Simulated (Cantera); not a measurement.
Input: 1 mol C3H8, 0.0073 mol O2, equilibrated at 1.00 bar.

Method: chemical equilibrium by Gibbs-energy minimisation in Cantera with the NASA 1993 tables (ideal gas, pure condensed phases). Candidate condensed phases: C, C6H6, C7H8, C8H18, H2O; 110 gas species. Rates play no part. All values below are at 2575 K.

Base state: H2 0.948, H 0.0337, C2H2 (acetylene) 0.0139, CO 0.00358, CH4 0.000120, C4H2 8.49e-5, CH3 7.54e-5, C2H 4.15e-5 (mole fractions); condensed: C(graphite).

What changes in the equilibrium state with this change: pressure from 1.00 bar to 13.3 mbar?


```csv
species,before,after
H2,0.948,0.729
H,0.0337,0.256
C2H2 (acetylene),0.0139,0.0107
CH4,0.000120,9.46e-7
C2,1.44e-7,1.08e-5
C3,1.54e-6,0.000116
C,4.53e-7,3.40e-5
CH3,7.54e-5,5.87e-6
"C(graphite), mol",2.87,2.88
```
